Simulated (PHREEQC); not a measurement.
**Sulfide liquor**

Consider water at 20 °C with 0.18 mol/kgw NH4HS. Closed to the air; pH follows from the charge balance.

All values are PHREEQC results (ion-association model, wateq4f.dat), not measurements.

| Item | Result |
|---|---|
| pH | 8.19 |
| ionic strength | 0.172 mol/kgw |
| activity of water | 0.994 |
| total alkalinity | 180 meq/kg |

```csv
species,molality,activity,log γ
NH4+,0.172,0.130,-0.122
HS-,0.172,0.124,-0.142
H2S,0.00794,0.00826,0.017
NH3,0.00793,0.00793,0.000
S-2,5.13e-6,1.62e-6,-0.500
OH-,1.44e-6,1.04e-6,-0.142
H+,8.09e-9,6.51e-9,-0.094
```

No solid was allowed to form. The polysulfide entries of wateq4f.dat were taken out for this run.
